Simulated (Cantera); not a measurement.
An isothermal, constant-pressure homogeneous reactor starts with 0.407 % CH2O, 0.446 % O2, 99.1 % N2, equivalence ratio 0.91, at 1025 K and 0.651 atm.

Computed with Cantera and GRI-Mech 3.0 (53 species, 325 reactions).

x: mole fraction; the columns are a selection and need not sum to one.

```json
[
 {"t (s)": "0.000500", "x CH2O": "0.00406", "x O2": "0.00446", "x C2H2": "<1e-12", "x CH2": "<1e-12", "x CH4": "<1e-12", "x H2O": "5.89e-10", "x N2O": "<1e-12"},
 {"t (s)": "0.00126", "x CH2O": "0.00406", "x O2": "0.00446", "x C2H2": "<1e-12", "x CH2": "<1e-12", "x CH4": "<1e-12", "x H2O": "…", "x N2O": "<1e-12"},
 {"t (s)": "0.00316", "x CH2O": "0.00406", "x O2": "0.00446", "x C2H2": "<1e-12", "x CH2": "<1e-12", "x CH4": "<1e-12", "x H2O": "…", "x N2O": "<1e-12"},
 {"t (s)": "0.00794", "x CH2O": "0.00406", "x O2": "0.00446", "x C2H2": "<1e-12", "x CH2": "<1e-12", "x CH4": "<1e-12", "x H2O": "…", "x N2O": "1.29e-12"},
 {"t (s)": "0.0199", "x CH2O": "0.00385", "x O2": "0.00436", "x C2H2": "<1e-12", "x CH2": "<1e-12", "x CH4": "2.42e-11", "x H2O": "…", "x N2O": "3.29e-11"},
 {"t (s)": "0.0501", "x CH2O": "0.000447", "x O2": "0.00329", "x C2H2": "<1e-12", "x CH2": "1.10e-12", "x CH4": "6.44e-10", "x H2O": "…", "x N2O": "3.79e-10"},
 {"t (s)": "0.126", "x CH2O": "4.75e-12", "x O2": "0.00102", "x C2H2": "<1e-12", "x CH2": "<1e-12", "x CH4": "<1e-12", "x H2O": "0.00400", "x N2O": "8.17e-8"},
 {"t (s)": "0.317", "x CH2O": "<1e-12", "x O2": "0.000556", "x C2H2": "<1e-12", "x CH2": "<1e-12", "x CH4": "<1e-12", "x H2O": "0.00404", "x N2O": "1.07e-7"},
 {"t (s)": "0.796", "x CH2O": "<1e-12", "x O2": "0.000425", "x C2H2": "<1e-12", "x CH2": "<1e-12", "x CH4": "<1e-12", "x H2O": "0.00406", "x N2O": "1.18e-7"},
 {"t (s)": "2.00", "x CH2O": "<1e-12", "x O2": "0.000401", "x C2H2": "<1e-12", "x CH2": "<1e-12", "x CH4": "<1e-12", "x H2O": "0.00406", "x N2O": "1.26e-7"}
]
```

### Question
Some entries are withheld; supply them.

### Answer

- 0.00126, x H2O: 4.88e-9
- 0.00316, x H2O: 6.35e-8
- 0.00794, x H2O: 1.16e-6
- 0.0199, x H2O: 5.98e-5
- 0.0501, x H2O: 0.00195
